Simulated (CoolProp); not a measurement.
Carbonyl sulfide along the isotherm 390.1 K: Z from the reference equation and from simpler models built on Tc = 378.8 K, pc = 6.369 MPa, ω = 0.098; each cubic takes its own stable root.

Computed with CoolProp (reference Helmholtz-energy equation of state, Lemmon 2006). It is a short technical equation, of lower accuracy than the large ones.

```
p (MPa)          phase  reference  van der Waals  Redlich-Kwong  Soave-Redlich-Kwong  Peng-Robinson
-------  -------------  ---------  -------------  -------------  -------------------  -------------
3.12               gas     0.8299         0.8451         0.8287               0.8298         0.8128
6.25               gas     0.5689         0.5933         0.5750               0.5804              …
9.38     supercritical     0.2717         0.3595         0.3155               0.3197         0.2917
12.5     supercritical     0.3204         0.4290              …               0.3636         0.3292
15.6     supercritical          …         0.5043         0.4166               0.4186         0.3779
18.8     supercritical     0.4355         0.5824         0.4750               0.4768         0.4299
21.9     supercritical     0.4920         0.6576         0.5312               0.5330         0.4801
25       supercritical     0.5479              …              …               0.5886         0.5299
28.1     supercritical     0.6031         0.8054         0.6418               0.6434         0.5791
31.2     supercritical     0.6576         0.8781         0.6960               0.6976         0.6278
34.4     supercritical     0.7132         0.9525         0.7513               0.7529         0.6774
37.5     supercritical     0.7665          1.024         0.8042               0.8058         0.7250
40.6     supercritical     0.8193          1.095         0.8566               0.8581         0.7721
43.8     supercritical     0.8732          1.167         0.9101               0.9116         0.8202
46.9     supercritical     0.9249          1.237         0.9615               0.9630         0.8665
50       supercritical     0.9762          1.306          1.012                1.014         0.9123
```

Q: Complete the blanks.

A: 
- 6.25, Peng-Robinson: 0.5515
- 12.5, Redlich-Kwong: 0.3612
- 15.6, reference: 0.3767
- 25, van der Waals: 0.7319
- 25, Redlich-Kwong: 0.5869
